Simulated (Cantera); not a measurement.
**Hydrogen reduction and annealing atmospheres: TiO2 + H2 + H2O**

Charge: 1 mol TiO2, 84 mol H2, 6.9 mol H2O, held at 1575 K and 47.3 Torr.

Method: chemical equilibrium by Gibbs-energy minimisation in Cantera with the NASA 1993 tables (ideal gas, pure condensed phases). Candidate condensed phases: H2O, Ti, TiO, TiO2, Ti2O3, Ti3O5, Ti4O7; 12 gas species. Rates play no part.

| Item | Value |
|---|---|
| x(H2) | 0.924 |
| x(H2O) | 0.0759 |
| x(H) | 0.000159 |
| n(TiO2(rutile)) | 1.00 mol |
| gas amount | 90.91 mol |
| log10 activity of Ti4O7(s) (absent) | -0.48 |
| log10 activity of Ti3O5(s) (absent) | -0.61 |
| log10 activity of Ti2O3(s) (absent) | -1.14 |
